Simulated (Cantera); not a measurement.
**Equilibrium for halide evaporation, hydrolysis and transport: MgF2 + O2 + N2 + NH3**

A closed system holds: 1 mol MgF2, 0.67 mol O2, 320 mol N2, 0.035 mol NH3, held at 0.280 bar.

Equilibrium computed with Cantera from the NASA thermochemical tables; the gas is ideal and each condensed phase is pure. Candidate condensed phases: H2O, Mg, MgF2, MgO, Mg(OH)2; 50 gas species. Mutual solubility and eutectic melting of coexisting phases are not modelled. The numbers say what is thermodynamically allowed, not how fast it happens.

```tsv
T (°C)	x N2	x MgF2	x O2	x NO	n MgF2(s)	n MgO(s)	n MgF2(l)
950	0.998	2.20e-7	0.00199	2.55e-5	0.953	0.0474	0
1050	0.998	3.61e-6	0.00198	5.01e-5	0.948	0.0513	0
1150	0.998	3.93e-5	0.00196	8.95e-5	0.935	0.0522	0
1250	0.997	0.000309	0.00193	0.000148	0.848	0.0524	0
1350	0.996	0.00145	0.00189	0.000228	0	0.0525	0.482
1450	0.995	0.00294	0.00183	0.000332	0	0.0525	0
1550	0.994	0.00294	0.00176	0.000462	0	0.0524	0
1650	0.994	0.00294	0.00168	0.000617	0	0.0517	0
1750	0.994	0.00294	0.00158	0.000794	0	0.0491	0
```
x: gas mole fraction; n: condensed amount in mol.

From 950 °C to 1250 °C the condensed part is MgF2(s) + MgO(s). At 1350 °C the condensed part is MgF2(l) + MgO(s). From 1450 °C to 1750 °C the condensed part is MgO(s). The main Mg-bearing gas is MgF2 throughout. The share of Mg in condensed phases is highest at 950 °C (100.0 %) and lowest at 1750 °C (4.9 %).
